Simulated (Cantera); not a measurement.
Feed: 1 mol SiO2, 0.0049 mol C, 0.014 mol N2, at 1475 °C and 10000 Pa.

Equilibrium computed with Cantera from the NASA thermochemical tables; the gas is ideal and each condensed phase is pure. Candidate condensed phases: C, Si, SiC, SiO2, Si2N2O, Si3N4; 34 gas species. Mutual solubility and eutectic melting of coexisting phases are not modelled. The tables hold silica as quartz up to 1696 K and as liquid above; real silica turns to tridymite and cristobalite and melts near 1996 K. Rates play no part.

Base state: N2 0.706, CO 0.278, SiO 0.0156, CO2 3.79e-5 (mole fractions); condensed: SiO2(condensed) + Si2N2O(s).

Problem. What changes in the equilibrium state with this change: temperature from 1475 °C to 1652 °C?

Solution. 
```csv
species,before,after
N2,0.706,0.588
SiO,0.0156,0.206
CO,0.278,0.206
CO2,3.79e-5,4.94e-5
"SiO2(condensed), mol",0.997,0.995
"Si2N2O(s), mol",0.00154,0
```
